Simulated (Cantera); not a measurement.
A closed system holds: 1 mol Si, 1.5 mol O₂, 240 mol H₂, held at 1348.15 K and 0.460 Pa.

Cantera equilibrium calculation (NASA polynomials, part measured and part estimated; ideal gas, pure solids and liquids). Candidate condensed phases: H₂O, Si, SiO₂; 18 gas species. The tables hold silica as quartz up to 1696 K and as liquid above; real silica turns to tridymite and cristobalite and melts near 1996 K. Rates play no part.

Base state: H₂ 0.994, H₂O 0.00474, H 0.00108, SiO 0.000580 (mole fractions); condensed: SiO₂(β-quartz).

Q: What changes in the equilibrium state with this change: O₂ from 1.5 to 1.1 mol?

A: 
| species | before | after |
|---|---|---|
| H₂ | 0.994 | 0.995 |
| H₂O | 0.00474 | 0.00213 |
| SiO | 0.000580 | 0.00130 |
| H | 0.00108 | 0.00108 |
| SiO₂(β-quartz), mol | 0.861 | 0.688 |

Q: What changes in the equilibrium state with this change: temperature from 1348.15 K to 1198 K?

A: 
```
species                before    after
-------------------  --------  -------
H₂                      0.994    0.996
H₂O                   0.00474  0.00417
H                     0.00108  8.84e-5
SiO                  0.000580  1.47e-6
SiO₂(β-quartz), mol     0.861    1.000
```
